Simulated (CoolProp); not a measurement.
Properties of c-C4F8 (RC318) along the isobar 4.11 MPa.

The numbers come from the reference Helmholtz-energy equation of state, Platzer 1990 in CoolProp. This equation is an older, rougher fit; its heat capacities, sound speeds and derivatives of the liquid may be far off and weren't checked against measurements.

| T (K) | phase | density (kg/m³) |
|---|---|---|
| 266.7 | liquid | [?] |
| 272.4 | liquid | 1615 |
| 278.2 | liquid | 1595 |
| 284 | liquid | [?] |
| 289.8 | liquid | 1554 |
| 295.6 | liquid | 1533 |
| 301.4 | liquid | [?] |
| 307.2 | liquid | [?] |
| 312.9 | liquid | [?] |
| 318.7 | liquid | [?] |
| 324.5 | liquid | 1420 |

Task: What belongs in the gaps?

Result: 
- 266.7, density (kg/m³): 1634
- 284, density (kg/m³): 1575
- 301.4, density (kg/m³): 1511
- 307.2, density (kg/m³): 1489
- 312.9, density (kg/m³): 1467
- 318.7, density (kg/m³): 1444
